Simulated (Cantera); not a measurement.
What does this Cantera script print?

```python
import numpy as np
import cantera as ct

gas = ct.Solution("gri30.yaml")
gas.TPX = 1298, 340000, {'C3H8': 1, 'O2': 5.62, 'N2': 21.1}
reactor = ct.IdealGasConstPressureReactor(gas, energy="on", clone=False)
net = ct.ReactorNet([reactor])
net.rtol, net.atol = 1e-08, 1e-16
show = ['C3H8', 'O2', 'CO2', 'HCO', 'CO', 'C2H2']
times = np.geomspace(8e-06, 6, 14)

steps = ct.SolutionArray(gas, extra=["t"])
rows = []
print(f"{'t/s':>10s}{'T/K':>9s}{'P/Pa':>11s}" + "".join(f"{s:>11s}" for s in show))
for t in times:
    while net.time < t:
        t_next = net.step()
        steps.append(gas.state, t=t_next)
    rows.append([np.interp(t, steps.t, y) for y in (steps.T, steps.P, *steps(*show).X.T)])
    print(f"{t:10.3e}{rows[-1][0]:9.1f}{rows[-1][1]:11.4g}" + "".join(f"{x:11.3e}" for x in rows[-1][2:]))
rate = np.gradient(steps.T, steps.t)
print("integrator steps:", len(steps.t))
if steps.T.max() > steps.T[0] + 200:
    print(f"time of steepest temperature rise: {steps.t[rate.argmax()]:.4e} s")
gas.TPX = 1298, 340000, {'C3H8': 1, 'O2': 5.62, 'N2': 21.1}
gas.equilibrate("HP")
print(f"equilibrium (HP): T = {gas.T:.1f} K  " + "  ".join(f"{s} {gas[s].X[0]:.3e}" for s in show))
```

Result:

```
       t/s      T/K       P/Pa       C3H8         O2        CO2        HCO         CO       C2H2
 8.000e-06   1297.8    3.4e+05  3.604e-02  2.027e-01  1.778e-09  1.686e-11  9.575e-09  1.067e-10
 2.265e-05   1297.5    3.4e+05  3.591e-02  2.026e-01  6.027e-08  5.311e-10  4.373e-07  3.724e-09
 6.411e-05   1297.5    3.4e+05  3.531e-02  2.023e-01  7.249e-07  4.521e-09  1.095e-05  9.617e-08
 1.815e-04   1298.9    3.4e+05  3.338e-02  2.011e-01  3.427e-06  1.964e-08  1.265e-04  1.246e-06
 5.138e-04   1340.0    3.4e+05  1.937e-02  1.880e-01  8.952e-05  1.270e-06  4.539e-03  5.752e-05
 1.455e-03   2721.4    3.4e+05  4.951e-44  2.939e-02  7.591e-02  2.464e-08  2.610e-02  6.393e-19
 4.118e-03   2714.6    3.4e+05  5.494e-44  2.744e-02  7.587e-02  2.438e-08  2.617e-02  6.462e-19
 1.166e-02   2714.2    3.4e+05  5.530e-44  2.733e-02  7.587e-02  2.436e-08  2.617e-02  6.466e-19
 3.300e-02   2714.2    3.4e+05  5.530e-44  2.733e-02  7.587e-02  2.436e-08  2.617e-02  6.466e-19
 9.342e-02   2714.2    3.4e+05  5.530e-44  2.733e-02  7.587e-02  2.436e-08  2.617e-02  6.466e-19
 2.645e-01   2714.2    3.4e+05  5.530e-44  2.733e-02  7.587e-02  2.436e-08  2.617e-02  6.466e-19
 7.487e-01   2714.2    3.4e+05  5.530e-44  2.733e-02  7.587e-02  2.436e-08  2.617e-02  6.466e-19
 2.119e+00   2714.2    3.4e+05  5.530e-44  2.733e-02  7.587e-02  2.436e-08  2.617e-02  6.466e-19
 6.000e+00   2714.2    3.4e+05  5.530e-44  2.733e-02  7.587e-02  2.436e-08  2.617e-02  6.466e-19
integrator steps: 2103
time of steepest temperature rise: 5.5719e-04 s
equilibrium (HP): T = 2714.2 K  C3H8 9.421e-44  O2 2.733e-02  CO2 7.587e-02  HCO 2.436e-08  CO 2.617e-02  C2H2 6.978e-19
```

Model: GRI-Mech 3.0 (53 species, 325 reactions), integrated in Cantera. GRI-Mech 3.0 was tuned for natural gas; its chemistry of propane as a main component is partial and can be far from experiment.
